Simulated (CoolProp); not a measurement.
Vapour-liquid equilibrium of R152A (1) + isobutene (2) at -3.15 °C; x and y are mole fractions of (1).

The numbers come from the multi-fluid Helmholtz-energy mixture model, Outcalt 1996 and Lemmon 2005; pair parameters Bell 2016 in CoolProp.

| x | bubble pressure, mixture model (MPa) | bubble pressure, Raoult's law (MPa) | y, mixture model | y, Raoult's law |
|---|---|---|---|---|
| 0.05 | 0.1408 | 0.1234 | 0.197 | 0.095 |
| 0.2 | [?] | 0.1411 | 0.463 | 0.334 |
| 0.35 | [?] | 0.1588 | 0.580 | 0.519 |
| 0.5 | 0.2283 | 0.1765 | 0.657 | 0.667 |
| 0.65 | [?] | 0.1942 | 0.726 | 0.788 |
| 0.8 | 0.2425 | 0.2118 | 0.810 | 0.889 |
| 0.95 | [?] | 0.2295 | [?] | 0.974 |

Q: What belongs in the gaps?

A: 
- 0.2, bubble pressure, mixture model (MPa): 0.1873
- 0.35, bubble pressure, mixture model (MPa): 0.2130
- 0.65, bubble pressure, mixture model (MPa): 0.2378
- 0.95, bubble pressure, mixture model (MPa): 0.2395
- 0.95, y, mixture model: 0.938

The largest gap from Raoult's law is +34.1 % in bubble pressure, at x = 0.35. y crosses x between x = 0.8 and 0.95: the model has an azeotrope there.

Pair parameters are fitted to limited data, so mixtures are less certain than the pure fluids.
